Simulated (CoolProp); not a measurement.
Vapour-liquid equilibrium of dimethyl ether (1) + ethanol (2) at 0.0356 MPa; x and y are mole fractions of (1).

Model: multi-fluid Helmholtz-energy mixture model, Wu 2011 and Schroeder 2014; pair parameters Bell 2016, in CoolProp.

Give the bubble temperature and the first vapour's composition at x = 0.05, 0.5, 0.65. Is there an azeotrope?

x = 0.05: 10.5 °C, y = 0.912; x = 0.5: -37.9 °C, y = 0.999; x = 0.65: -40.9 °C, y = 0.999. No azeotrope shows between x = 0.05 and 0.95.

The pair parameters rest on a limited set of measurements; away from them the model extrapolates. With so large a gap from Raoult's law the liquid may split in two, which this calculation doesn't test in full.
